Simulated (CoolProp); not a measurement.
Vapour pressure (kPa) of fluoroethane (R161): the reference equation beside estimates from Tc = 375.2 K, pc = 5010 kPa, ω = 0.216.

Values from CoolProp's reference Helmholtz-energy equation of state, Wu 2012.

```
T (K)  reference  Redlich-Kwong  Peng-Robinson
-----  ---------  -------------  -------------
213.4          …          57.10          32.62
216            …          65.45          37.77
218.5      43.03          74.35          43.32
221        49.24              …          49.52
223.6      56.44              …              …
226.1          …          107.2          64.37
228.7      73.00              …          73.20
231.2      82.43          134.8          82.59
233.8      93.23          150.8          93.33
236.3      104.6          167.5          104.7
238.8      117.1          185.5          117.1
```

Task: Some entries are withheld; supply them.

Result: 
- 213.4, reference: 32.32
- 216, reference: 37.47
- 221, Redlich-Kwong: 84.15
- 223.6, Redlich-Kwong: 95.37
- 223.6, Peng-Robinson: 56.70
- 226.1, reference: 64.13
- 228.7, Redlich-Kwong: 120.7

Absolute difference from the reference over all 11 rows, mean and median: Redlich-Kwong 67.3 and 67.2 %, Peng-Robinson 0.4 and 0.4 %.
